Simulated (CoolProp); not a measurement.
Vapour-liquid equilibrium of R1234yf (1) + isobutane (2) at 0.00628 MPa; x and y are mole fractions of (1).

The numbers come from the multi-fluid Helmholtz-energy mixture model, Lemmon 2022 and Bücker 2006; pair parameters Bell 2016 in CoolProp.

```json
[
 {"x": "0.05", "bubble temperature (°C)": "-71.9", "y at the bubble point": "0.365", "dew temperature at overall composition x (°C)": "-66.7", "liquid density (mol/L)": "11.31"},
 {"x": "0.125", "bubble temperature (°C)": "-75.9", "y at the bubble point": "0.550", "dew temperature at overall composition x (°C)": "-67.8", "liquid density (mol/L)": "11.41"},
 {"x": "0.2", "bubble temperature (°C)": "-77.6", "y at the bubble point": "0.620", "dew temperature at overall composition x (°C)": "-69.0", "liquid density (mol/L)": "11.47"},
 {"x": "0.275", "bubble temperature (°C)": "-78.3", "y at the bubble point": "0.653", "dew temperature at overall composition x (°C)": "-70.3", "liquid density (mol/L)": "11.53"},
 {"x": "0.35", "bubble temperature (°C)": "-78.7", "y at the bubble point": "0.670", "dew temperature at overall composition x (°C)": "-71.6", "liquid density (mol/L)": "11.58"},
 {"x": "0.425", "bubble temperature (°C)": "-78.9", "y at the bubble point": "0.681", "dew temperature at overall composition x (°C)": "-73.1", "liquid density (mol/L)": "11.63"},
 {"x": "0.5", "bubble temperature (°C)": "-79.0", "y at the bubble point": "0.690", "dew temperature at overall composition x (°C)": "-74.7", "liquid density (mol/L)": "11.69"},
 {"x": "0.575", "bubble temperature (°C)": "-79.1", "y at the bubble point": "0.701", "dew temperature at overall composition x (°C)": "-76.5", "liquid density (mol/L)": "11.75"},
 {"x": "0.65", "bubble temperature (°C)": "-79.2", "y at the bubble point": "0.717", "dew temperature at overall composition x (°C)": "-78.3", "liquid density (mol/L)": "11.83"},
 {"x": "0.725", "bubble temperature (°C)": "-79.3", "y at the bubble point": "0.740", "dew temperature at overall composition x (°C)": "-79.3", "liquid density (mol/L)": "11.90"},
 {"x": "0.8", "bubble temperature (°C)": "-79.3", "y at the bubble point": "0.775", "dew temperature at overall composition x (°C)": "-79.2", "liquid density (mol/L)": "11.98"},
 {"x": "0.875", "bubble temperature (°C)": "-79.1", "y at the bubble point": "0.829", "dew temperature at overall composition x (°C)": "-78.9", "liquid density (mol/L)": "12.06"},
 {"x": "0.95", "bubble temperature (°C)": "-78.6", "y at the bubble point": "0.915", "dew temperature at overall composition x (°C)": "-78.4", "liquid density (mol/L)": "12.15"}
]
```

y crosses x between x = 0.725 and 0.8: the model has an azeotrope there.

Pair parameters are fitted to limited data, so mixtures are less certain than the pure fluids.
